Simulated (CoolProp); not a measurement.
Vapour-liquid equilibrium of propylene (1) + benzene (2) at 337.7 K; x and y are mole fractions of (1).

The numbers come from the multi-fluid Helmholtz-energy mixture model, Lemmon 2013 and Thol 2012; pair parameters Bell 2016 in CoolProp.

```tsv
x	bubble pressure, mixture model (MPa)	bubble pressure, Raoult's law (MPa)	y, mixture model	y, Raoult's law
0.05	?	0.1966	?	0.704
0.15	0.5620	0.4674	0.891	0.889
0.25	0.8532	0.7382	0.929	0.938
0.35	?	1.009	0.947	0.961
0.45	1.353	1.280	0.958	0.974
0.55	1.575	1.551	0.965	0.982
0.65	?	1.821	?	0.988
0.75	2.015	2.092	0.978	0.993
0.85	?	2.363	0.985	0.996
0.95	2.571	2.634	?	0.999
```

Task: Some entries are withheld; supply them.

Result: 
- 0.05, bubble pressure, mixture model (MPa): 0.2371
- 0.05, y, mixture model: 0.741
- 0.35, bubble pressure, mixture model (MPa): 1.115
- 0.65, bubble pressure, mixture model (MPa): 1.792
- 0.65, y, mixture model: 0.972
- 0.85, bubble pressure, mixture model (MPa): 2.264
- 0.95, y, mixture model: 0.994

The largest gap from Raoult's law is +20.6 % in bubble pressure, at x = 0.05. No azeotrope shows between x = 0.05 and 0.95.

The pair parameters rest on a limited set of measurements; away from them the model extrapolates. The gap from Raoult's law changes sign with composition, which may be real or a fault of the pair parameters; it wasn't checked against measurements.
